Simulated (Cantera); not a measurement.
**Low-pressure radical oxidation in H2/O2**

A perfectly stirred reactor is fed with 0.520 % H2, 63.4 % O2, 36.1 % N2, equivalence ratio 0.0041, at 10.00 Torr; it is held at 1198 K, and followed from long to short residence time.

Model: the H2/O2 subset of GRI-Mech 3.0, which has no nitrogen chemistry, integrated in Cantera. Radical loss at walls, strong at low pressure, is not modelled.

```json
[
 {"τ (s)": "28", "x H2": "5.03e-6", "x O2": "0.632", "x HO2": "1.00e-7", "x H2O": "0.00516", "x O": "0.000218", "x OH": "9.38e-5", "x H": "2.08e-6"},
 {"τ (s)": "11", "x H2": "8.57e-6", "x O2": "0.632", "x HO2": "1.45e-7", "x H2O": "0.00513", "x O": "0.000393", "x OH": "0.000127", "x H": "5.08e-6"},
 {"τ (s)": "4.3", "x H2": "1.45e-5", "x O2": "0.632", "x HO2": "2.04e-7", "x H2O": "0.00510", "x O": "0.000695", "x OH": "0.000170", "x H": "1.21e-5"},
 {"τ (s)": "1.7", "x H2": "2.45e-5", "x O2": "0.632", "x HO2": "2.75e-7", "x H2O": "0.00506", "x O": "0.00117", "x OH": "0.000225", "x H": "2.69e-5"},
 {"τ (s)": "0.64", "x H2": "4.34e-5", "x O2": "0.631", "x HO2": "3.61e-7", "x H2O": "0.00498", "x O": "0.00187", "x OH": "0.000295", "x H": "5.65e-5"},
 {"τ (s)": "0.25", "x H2": "7.86e-5", "x O2": "0.630", "x HO2": "4.51e-7", "x H2O": "0.00489", "x O": "0.00264", "x OH": "0.000373", "x H": "0.000102"},
 {"τ (s)": "0.096", "x H2": "0.000154", "x O2": "0.630", "x HO2": "5.49e-7", "x H2O": "0.00473", "x O": "0.00328", "x OH": "0.000469", "x H": "0.000160"},
 {"τ (s)": "0.037", "x H2": "0.000321", "x O2": "0.630", "x HO2": "6.58e-7", "x H2O": "0.00447", "x O": "0.00356", "x OH": "0.000591", "x H": "0.000222"},
 {"τ (s)": "0.014", "x H2": "0.000701", "x O2": "0.630", "x HO2": "7.74e-7", "x H2O": "0.00399", "x O": "0.00339", "x OH": "0.000743", "x H": "0.000276"},
 {"τ (s)": "0.0056", "x H2": "0.00146", "x O2": "0.630", "x HO2": "8.47e-7", "x H2O": "0.00317", "x O": "0.00276", "x OH": "0.000851", "x H": "0.000279"}
]
```
x: mole fraction; the columns are a selection and need not sum to one.
